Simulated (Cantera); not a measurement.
Mixture: CH4 : H2 : O2 : N2 = 1 : 0.63 : 2.86 : 10.7 (molar parts), at 9.87 atm, adiabatic and at constant volume. Ignition delay is the time to a rise of 400 K.

Computed with Cantera and GRI-Mech 3.0 (53 species, 325 reactions).

### Question
Predict: delay at 1148 K; delay at 1248 K; delay at 1348 K; delay at 1448 K; delay at 1548 K; apparent activation energy between 1498 and 1598 K.

### Answer
```
Property                                                Result
--------------------------------------------------  ----------
delay at 1148 K                                       0.587 ms
delay at 1248 K                                       0.163 ms
delay at 1348 K                                        71.0 µs
delay at 1448 K                                        36.2 µs
delay at 1548 K                                        19.8 µs
apparent activation energy between 1498 and 1598 K  110 kJ/mol
```
